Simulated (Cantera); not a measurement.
# Adiabatic ignition

An adiabatic, constant-volume homogeneous reactor starts with CH4 : CO : O2 : N2 = 1 : 0.89 : 1.11 : 3.78 (molar parts), at 1400 K and 880000 Pa.

Computed with Cantera and GRI-Mech 3.0 (53 species, 325 reactions).

```csv
t (s),T (K),P (bar),x CH4,x CO,x O2,x H2,x N2O
4.00e-6,1400,8.80,0.147,0.131,0.164,1.67e-7,2.07e-12
1.05e-5,1400,8.80,0.147,0.131,0.164,7.02e-7,7.70e-12
2.76e-5,1400,8.80,0.147,0.131,0.164,3.64e-6,2.70e-11
7.26e-5,1401,8.80,0.147,0.131,0.164,1.99e-5,1.00e-10
0.000191,1404,8.82,0.147,0.131,0.163,8.81e-5,3.90e-10
0.000502,1418,8.91,0.145,0.131,0.162,0.000465,2.00e-9
0.00132,2815,20.1,1.55e-9,0.215,2.54e-5,0.129,6.58e-8
0.00346,2815,20.1,1.55e-9,0.215,2.55e-5,0.129,6.49e-8
0.00910,2815,20.1,1.55e-9,0.215,2.55e-5,0.129,6.49e-8
0.0239,2815,20.1,1.55e-9,0.215,2.55e-5,0.129,6.49e-8
0.0629,2815,20.1,1.55e-9,0.215,2.55e-5,0.129,6.49e-8
0.165,2815,20.1,1.55e-9,0.215,2.55e-5,0.129,6.49e-8
0.434,2815,20.1,1.55e-9,0.215,2.55e-5,0.129,6.49e-8
1.14,2815,20.1,1.55e-9,0.215,2.55e-5,0.129,6.49e-8
3.00,2815,20.1,1.55e-9,0.215,2.55e-5,0.129,6.49e-8
```
x: mole fraction; the columns are a selection and need not sum to one.

```yaml
time_of_steepest_temperature_rise: 1.09 ms
temperature at 3.00 s: 2815 K
equilibrium_temperature: 2815 K
x(CH4) at 3.00 s: 1.55e-9 (gas-phase equilibrium 1.73e-9)
x(CO) at 3.00 s: 0.215 (gas-phase equilibrium 0.215)
x(O2) at 3.00 s: 2.55e-5 (gas-phase equilibrium 2.55e-5)
```
